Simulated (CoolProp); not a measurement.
Model: reference Helmholtz-energy equation of state, Rui 2013, in CoolProp.

Task: For R236EA, give the phase and the cp (kJ/(kg K)), isothermal compressibility (1/MPa) at 118.35 °C and 0.657 MPa; 138.85 °C and 0.657 MPa.

Result: 
- 118.35 °C and 0.657 MPa: gas; cp 1.03, isothermal compressibility 1.67
- 138.85 °C and 0.657 MPa: gas; cp 1.05, isothermal compressibility 1.64
